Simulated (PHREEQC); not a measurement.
Dissolve 0.037 mol NH3, 0.00012 mol CO2 and 0.0064 mol K3PO4 per kg of water at 82 °C. Closed to the air; pH follows from the charge balance.

Model: ion-association model, phreeqc.dat, run in PHREEQC.

```tsv
quantity	before	after
pH	10.25	10.12
ionic strength (mol/kgw)	0.0262	0.0270
HPO4-2 (mol/kgw)	0.00597	0.00683
PO4-3 (mol/kgw)	0.000312	0.000267
NH4+ (mol/kgw)	0.000153	0.000206
KHPO4- (mol/kgw)	0.000112	0.000127
```

Which change was made?
A. 0.00083 mol/kgw H3PO4 added
B. diluted 5-fold with water
C. diluted 2-fold with water
D. NH3 from 0.037 to 0.0074 mol/kgw
E. CO2 left out

A, 0.00083 mol/kgw H3PO4 added

No solid was allowed to form. Away from 25 °C the constants follow the database's enthalpies or fits; those with neither stay at their 25 °C values.
